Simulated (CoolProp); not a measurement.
Carbonyl sulfide along the isotherm -35.55 °C: Z from the reference equation and from simpler models built on Tc = 105.6 °C, pc = 6.369 MPa, ω = 0.098; each cubic takes its own stable root.

Model: reference Helmholtz-energy equation of state, Lemmon 2006, in CoolProp. It is a short technical equation, of lower accuracy than the large ones.

```
p (MPa)   phase  reference  Redlich-Kwong  Soave-Redlich-Kwong
-------  ------  ---------  -------------  -------------------
0.158       gas     0.9636         0.9685               0.9680
0.246    liquid   0.006548       0.006940             0.006906
0.383    liquid    0.01019        0.01080                  ___
0.597    liquid    0.01588            ___              0.01675
0.929    liquid    0.02470        0.02617              0.02604
1.45     liquid    0.03852        0.04079              0.04060
2.25     liquid    0.05970        0.06319              0.06289
3.51     liquid    0.09295        0.09830              0.09784
5.46     liquid     0.1442         0.1523               0.1516
8.51     liquid     0.2237         0.2359               0.2349
13.2     liquid     0.3448         0.3627               0.3613
20.6     liquid     0.5331         0.5593                  ___
32.1     liquid     0.8199         0.8578               0.8553
50       liquid      1.255          1.310                1.307
```

Question: Some entries are withheld; supply them.

Answer: 
- 0.383, Soave-Redlich-Kwong: 0.01075
- 0.597, Redlich-Kwong: 0.01683
- 20.6, Soave-Redlich-Kwong: 0.5574
